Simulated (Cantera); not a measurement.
**Transport properties of process gases**

Gas mixture: 43.8 % H2, 37.8 % CO, 18.3 % C2H6, at 120 Torr, frozen composition.

Cantera's kinetic-theory transport with the Lennard-Jones parameters of GRI-Mech 3.0, ideal gas; thermal conductivity in the mixture-averaged form. The composition is frozen, though it would react at the higher temperatures.

```tsv
T (K)	ρ (kg/m³)	cp (J/kg/K)	μ (µPa s)	λ (mW/m/K)	Pr	D (cm²/s) N2	D (cm²/s) H2	D (cm²/s) CO2
400	0.0818	2112	17.9	85.8	0.440	2.90	7.18	2.25
550	0.0595	2328	22.7	111	0.474	5.02	12.3	3.97
700	0.0467	2523	26.9	136	0.500	7.56	18.4	6.05
850	0.0385	2692	30.7	159	0.520	10.5	25.5	8.45
1000	0.0327	2839	34.3	182	0.534	13.8	33.4	11.2
1150	0.0284	2965	37.7	205	0.545	17.4	42.1	14.1
1300	0.0252	3072	40.9	228	0.552	21.3	51.6	17.4
```
D: mixture-averaged diffusion coefficient of that species in the mixture.
